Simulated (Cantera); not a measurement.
Input: 1 mol Si2H6, 9 mol NO, held at 1898 K and 0.360 bar.

These are equilibrium values from Cantera (NASA tables, ideal gas, pure condensed phases), not measurements of a reactor. Candidate condensed phases: H2O, Si, SiO2, Si2N2O, Si3N4; 35 gas species. The feed counts by its element totals alone. The tables hold silica as quartz up to 1696 K and as liquid above; real silica turns to tridymite and cristobalite and melts near 1996 K. Gases not in the tables: Si(OH)4. Kinetics and transport are ignored.

Base state: N2 0.527, H2O 0.351, O2 0.115, NO 0.00345, OH 0.00252, H2 0.000221, O 0.000166, H 1.94e-5 (mole fractions); condensed: SiO2(condensed).

### Question
What changes in the equilibrium state with this change: Si2H6 replaced by TEOS?

### Answer
```
species                 before     after
--------------------  --------  --------
H2                    0.000221     0.336
CO                           0     0.330
N2                       0.527     0.200
CO2                          0    0.0253
O2                       0.115   4.72e-9
H2O                      0.351     0.108
SiO                    2.34e-8  0.000115
NO                     0.00345   4.30e-7
O                     0.000166   3.36e-8
OH                     0.00252   1.99e-5
H                      1.94e-5  0.000755
SiO2(condensed), mol      2.00     0.997
```
Further candidate phases: C, C6H6, C7H8, C8H18, SiC.

### Question
What changes in the equilibrium state with this change: NO from 9 to 1.4 mol?

### Answer
| species | before | after |
|---|---|---|
| H2 | 0.000221 | 0.820 |
| SiO | 2.34e-8 | 0.168 |
| N2 | 0.527 | 0.0104 |
| H2O | 0.351 | 0.000181 |
| O2 | 0.115 | <1e-9 |
| NO | 0.00345 | <1e-9 |
| O | 0.000166 | <1e-9 |
| OH | 0.00252 | 2.13e-8 |
| SiH2 | <1e-9 | 1.18e-5 |
| SiO2(condensed), mol | 2.00 | 0.0614 |
| Si2N2O(s), mol | 0 | 0.662 |
Mutual solubility and eutectic melting of coexisting phases are not modelled. Gases not in the tables: Si2H6 and higher silanes.

### Question
What changes in the equilibrium state with this change: temperature from 1898 K to 1400 K?

### Answer
```json
[
 {"species": "N2", "before": "0.527", "after": "0.529"},
 {"species": "H2O", "before": "0.351", "after": "0.353"},
 {"species": "O2", "before": "0.115", "after": "0.117"},
 {"species": "NO", "before": "0.00345", "after": "0.000444"},
 {"species": "OH", "before": "0.00252", "after": "6.46e-5"},
 {"species": "H", "before": "1.94e-5", "after": "7.14e-9"},
 {"species": "O", "before": "0.000166", "after": "5.40e-7"},
 {"species": "H2", "before": "0.000221", "after": "7.76e-7"},
 {"species": "SiO2(condensed), mol", "before": "2.00", "after": "0"},
 {"species": "SiO2(β-quartz), mol", "before": "0", "after": "2.00"}
]
```
